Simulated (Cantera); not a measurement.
Feed: 1 mol Si₂H₆, 0.95 mol Cl₂, 39 mol H₂, equilibrated at 950 K and 0.280 bar.

Equilibrium computed with Cantera from the NASA thermochemical tables; the gas is ideal and each condensed phase is pure. Candidate condensed phases: Si; 19 gas species. The feed counts by its element totals alone. The tables' values for SiCl₃ are old estimates; treat these amounts as uncertain. Rates play no part.

Base state: H₂ 0.983, SiCl₄ 0.00579, HCl 0.00518, SiHCl₃ 0.00505, SiH₂Cl₂ 0.000446, SiCl₃ 8.50e-5, SiCl₂ 4.16e-5 (mole fractions); condensed: Si(s).

What changes in the equilibrium state with this change: Si₂H₆ replaced by SiH₄?


```
species       before     after
----------  --------  --------
H₂             0.983     0.983
SiCl₄        0.00579   0.00597
HCl          0.00518   0.00521
SiHCl₃       0.00505   0.00516
SiCl₃        8.50e-5   8.69e-5
SiCl₂        4.16e-5   4.23e-5
SiH₂Cl₂     0.000446  0.000453
Si(s), mol      1.51     0.514
```

What changes in the equilibrium state with this change: Cl₂ from 0.95 to 0.15 mol?


```
species      before     after
----------  -------  --------
H₂            0.983     0.996
HCl         0.00518   0.00275
SiHCl₃      0.00505  0.000750
SiCl₄       0.00579  0.000452
SiCl₃       8.50e-5   1.25e-5
SiCl₂       4.16e-5   1.16e-5
Si(s), mol     1.51      1.94
```

What changes in the equilibrium state with this change: pressure from 0.280 bar to 90.0 mbar?


```
species       before     after
----------  --------  --------
H₂             0.983     0.982
HCl          0.00518   0.00698
SiCl₄        0.00579   0.00618
SiHCl₃       0.00505   0.00399
SiCl₂        4.16e-5   7.59e-5
SiH₂Cl₂     0.000446  0.000261
Si(s), mol      1.51      1.55
```
